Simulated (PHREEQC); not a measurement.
Solution (67 °C and 300 atm): 9.9 mmol/kgw CdCl2, 2.9 mmol/kgw Na2SO4 and 0.27 mmol/kgw H2SO4. Closed to the air; pH follows from the charge balance.

The numbers come from PHREEQC with the ion-association model, phreeqc.dat.

| quantity | before | after |
|---|---|---|
| pH | 3.43 | 3.36 |
| ionic strength (mol/kgw) | 0.0279 | 0.0287 |
| SO4-2 (mol/kgw) | 0.00230 | 0.00248 |
| CdSO4 (mol/kgw) | 0.000563 | 0.000338 |
| CdCl2 (mol/kgw) | 0.000221 | 0.000174 |
| HSO4- (mol/kgw) | 0.000112 | 3.89e-5 |
| SI of Halite (NaCl) | -5.84 | -5.80 |

Name the change that produced these shifts.
(A) Na2SO4 from 0.0029 to 0.00058 mol/kgw
(B) H2SO4 from 0.00027 to 0.000243 mol/kgw
(C) temperature from 67 to 55 °C
(D) Na2SO4 from 0.0029 to 0.00435 mol/kgw
(E) temperature from 67 to 15 °C

E, temperature from 67 to 15 °C

This is a speciation only: nothing precipitates in the calculation. Under pressure, the constants of complexes without a molar volume in the database are unreliable. Constants without temperature data keep their 25 °C values here.
